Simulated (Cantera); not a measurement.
An isothermal, constant-pressure homogeneous reactor starts with H2 : O2 = 0.0093 : 1 (molar parts), at 1173 K and 890 Pa.

Cantera simulation using the H2/O2 subset of GRI-Mech 3.0, which has no nitrogen chemistry; the numbers are that mechanism's predictions, not measurements. Radical loss at walls, strong at low pressure, is not modelled.

One state of this run: x H2 = 1.86e-7; x O2 = 0.991; x OH = 4.83e-5; x H = 1.38e-7; x H2O = 0.00923. x: mole fraction; the columns are a selection and need not sum to one.

Task: Which value of t (s) does it belong to?
A) 0.000103
B) 2.00e-5
C) 0.0729
D) 10.0

Result: D, 10.0
